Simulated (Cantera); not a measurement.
Charge: 1 mol PbO, 89 mol H2, 51 mol N2, at 13.3 mbar.

Equilibrium computed with Cantera from the NASA thermochemical tables; the gas is ideal and each condensed phase is pure. Candidate condensed phases: H2O, Pb, PbO, PbO2, Pb3O4; 27 gas species. Equilibrium is a limit: real reactors are often held back by kinetics, nucleation or transport.

Which condensed phases are stable at each of these points (T (K)): 675, 825, 975, 1125, 1275, 1425, 1575, 1725?


| T (K) | condensed phases | Pb condensed (%) |
|---|---|---|
| 675 | Pb(l) | 100.0 |
| 825 | Pb(l) | 99.8 |
| 975 | Pb(l) | 90.4 |
| 1125 | gas only | 0.0 |
| 1275 | gas only | 0.0 |
| 1425 | gas only | 0.0 |
| 1575 | gas only | 0.0 |
| 1725 | gas only | 0.0 |

From 675 K to 975 K the condensed part is Pb(l). From 1125 K to 1725 K nothing is condensed.
